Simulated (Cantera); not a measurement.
An adiabatic, constant-pressure homogeneous reactor starts with 28.9 % H2, 14.9 % O2, 56.2 % N2, at 1175 K and 2.37 atm.

Computed with Cantera and the H2/O2 subset of GRI-Mech 3.0, which has no nitrogen chemistry. The hydrogen kinetics of GRI-Mech 3.0 are dated; newer H2 mechanisms differ, most at raised pressure.

**Question.** Predict: time of steepest temperature rise; temperature at 9.00 s; equilibrium temperature; x(H2) at 9.00 s; x(O2) at 9.00 s; x(HO2) at 9.00 s; x(OH) at 9.00 s; x(O) at 9.00 s; x(H2O2) at 9.00 s; x(H2O) at 9.00 s.

**Answer.** 
```
Quantity                                                             Value
---------------------------------  ---------------------------------------
time of steepest temperature rise                                  26.6 µs
temperature at 9.00 s                                               2809 K
equilibrium temperature                                             2809 K
x(H2) at 9.00 s                      0.0327 (gas-phase equilibrium 0.0327)
x(O2) at 9.00 s                      0.0155 (gas-phase equilibrium 0.0155)
x(HO2) at 9.00 s                   8.58e-6 (gas-phase equilibrium 8.58e-6)
x(OH) at 9.00 s                      0.0239 (gas-phase equilibrium 0.0239)
x(O) at 9.00 s                     0.00454 (gas-phase equilibrium 0.00454)
x(H2O2) at 9.00 s                  6.83e-7 (gas-phase equilibrium 6.83e-7)
x(H2O) at 9.00 s                       0.278 (gas-phase equilibrium 0.278)
```
